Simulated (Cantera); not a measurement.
Predominance diagram of Ca at 1700 K against the partial pressures of O2 and Cl2 (log10, bar). Cantera with NASA thermochemical tables; ideal gases at 1 bar, condensed phases pure. Candidates: Ca(l), CaCl2(l), CaO(s). Only these pure phases compete in this equilibrium. Not in the tables: oxide halides.

```
log p(Cl2) \ log p(O2)
        columns: -17, -16.2, -15.4, -14.6, -13.8, -13, -12.1, -11.3, -10.5, -9.7, -8.9, -8.1, -7.3, -6.5, -5.7, -4.9, -4, -3.2, -2.4, -1.6, -0.8, 0
      1  A A A A A A A A A A A A A A A A A A A A A A
   -1.1  A A A A A A A A A A A A A A A A A A A A A A
   -3.2  A A A A A A A A A A A A A A A A A A A A A B
   -5.3  A A A A A A A A A A A A A A A A B B B B B B
   -7.4  A A A A A A A A A A A B B B B B B B B B B B
   -9.5  A A A A A A B B B B B B B B B B B B B B B B
  -11.6  A B B B B B B B B B B B B B B B B B B B B B
  -13.7  B B B B B B B B B B B B B B B B B B B B B B
  -15.8  B B B B B B B B B B B B B B B B B B B B B B
  -17.9  B B B B B B B B B B B B B B B B B B B B B B
    -20  B B B B B B B B B B B B B B B B B B B B B B
```

A: CaCl2(l); B: CaO(s).
